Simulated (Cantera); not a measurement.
A perfectly stirred reactor is fed with 26.1 % CO, 1.04 % H₂, 15.2 % O₂, 57.4 % N₂, 0.214 % H₂O, equivalence ratio 0.89, at 410000 Pa; it is adiabatic with a 373 K inlet, and is followed from long to short residence time, starting on the burning branch (τ in s: 0.12, 0.044, 0.017, 0.0062, 0.0023, 0.00087, 0.00033, 0.00012, 4.6e-05, 1.7e-05, 6.4e-06).

Computed with Cantera and GRI-Mech 3.0 (53 species, 325 reactions). The hydrogen kinetics of GRI-Mech 3.0 are dated; newer H2 mechanisms differ, most at raised pressure.

One state of this run: T (K) = 2358; x CO = 0.0251; x H₂ = 0.000205; x O₂ = 0.0291; x O = 0.00107; x NO = 0.00333. x: mole fraction; the columns are a selection and need not sum to one.

Task: Which value of τ (s) does it belong to?
A) 0.017
B) 0.12
C) 0.0023
D) 4.6e-5

Result: A, 0.017
